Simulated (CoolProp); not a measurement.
The numbers come from the reference Helmholtz-energy equation of state, Gao 2016 in CoolProp.

Q: Give the vapour pressure (MPa), vapour density (kg/m³), enthalpy of vaporisation (kJ/kg), liquid cp (kJ/(kg K)) of saturated sulfur dioxide at 8.85, 11.05, 24.75 °C.

A: 
```json
[
 {"T (°C)": "8.85", "p (MPa)": "0.220", "vapour density (kg/m³)": "6.32", "enthalpy of vaporisation (kJ/kg)": "372", "liquid cp (kJ/(kg K))": "1.37"},
 {"T (°C)": "11.05", "p (MPa)": "0.240", "vapour density (kg/m³)": "6.83", "enthalpy of vaporisation (kJ/kg)": "370", "liquid cp (kJ/(kg K))": "1.38"},
 {"T (°C)": "24.75", "p (MPa)": "0.389", "vapour density (kg/m³)": "10.8", "enthalpy of vaporisation (kJ/kg)": "357", "liquid cp (kJ/(kg K))": "1.39"}
]
```
